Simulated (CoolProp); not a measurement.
A single-stage vapour-compression cycle with R115: evaporating at 254.15 K (dew point), condensing at 282.15 K (bubble point), superheat 2 K, subcooling 0 K, compressor efficiency 0.65, no pressure losses. Each further row changes one setting.

Model: reference Helmholtz-energy equation of state, Lemmon 2016, in CoolProp.

```
case                              cooling COP  pressure ratio  discharge temperature (K)  refrigerating effect (kJ/kg)  volumetric capacity (kJ/m³)
--------------------------------  -----------  --------------  -------------------------  ----------------------------  ---------------------------
as stated                                4.96            2.52                      288.3                          90.3                         1630
evaporating temperature 259.15 K         6.33            2.10                      287.3                             …                         2000
condensing temperature 277.15 K             …               …                          …                          95.5                         1730
subcooling 5 K                              …            2.52                      288.3                          95.5                         1730
superheat 12 K                           5.07            2.52                      298.5                          97.3                         1670
compressor efficiency 0.55                  …            2.52                      292.5                          90.3                         1630
```

What belongs in the gaps?


- evaporating temperature 259.15 K, refrigerating effect (kJ/kg): 93.0
- condensing temperature 277.15 K, cooling COP: 6.26
- condensing temperature 277.15 K, pressure ratio: 2.17
- condensing temperature 277.15 K, discharge temperature (K): 282.9
- subcooling 5 K, cooling COP: 5.25
- compressor efficiency 0.55, cooling COP: 4.20
